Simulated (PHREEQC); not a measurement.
**Acid mine or pickling water**

A made-up water analysis in mg/L, 35 °C, pH 2.8, pe 8.1:

```json
[
 {"constituent": "Na", "mg/L": "29.6"},
 {"constituent": "K", "mg/L": "103"},
 {"constituent": "Ca", "mg/L": "526"},
 {"constituent": "Mg", "mg/L": "48.3"},
 {"constituent": "Cl", "mg/L": "50.5"},
 {"constituent": "S(6) as SO4", "mg/L": "1670"},
 {"constituent": "Sr", "mg/L": "2.43"},
 {"constituent": "Zn", "mg/L": "1.37"}
]
```

Valence states are taken as typed.

Computed with PHREEQC (ion-association model, phreeqc.dat).

Precipitation was switched off in this run.

Predict the ionic strength, charge-balance error, specific conductance.

ionic strength 0.0466 mol/kgw; charge-balance error 2.3 %; specific conductance 3940 µS/cm.

In which forms is Sr present?

Sr+2 65 %, SrSO4 35 % of the Sr.

Complexes and solids missing from the database can't appear.
